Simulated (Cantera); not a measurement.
Mixture: 7.13 % CH3OH, 19.5 % O2, 73.4 % N2, equivalence ratio 0.55, at 0.810 bar, adiabatic and at constant pressure. Ignition delay is the time to a rise of 400 K.

Cantera simulation using GRI-Mech 3.0 (53 species, 325 reactions); the numbers are that mechanism's predictions, not measurements. GRI-Mech 3.0 was tuned for natural gas; its chemistry of methanol as a main component is partial and can be far from experiment.

Task: Predict: delay at 1275 K; delay at 1375 K; delay at 1475 K; delay at 1575 K; delay at 1675 K; delay at 1775 K; apparent activation energy between 1575 and 1775 K.

Result: 
```json
{
  "delay at 1275 K": "4.26 ms",
  "delay at 1375 K": "1.20 ms",
  "delay at 1475 K": "0.430 ms",
  "delay at 1575 K": "0.185 ms",
  "delay at 1675 K": "90.8 µs",
  "delay at 1775 K": "49.3 µs",
  "apparent activation energy between 1575 and 1775 K": "150 kJ/mol"
}
```
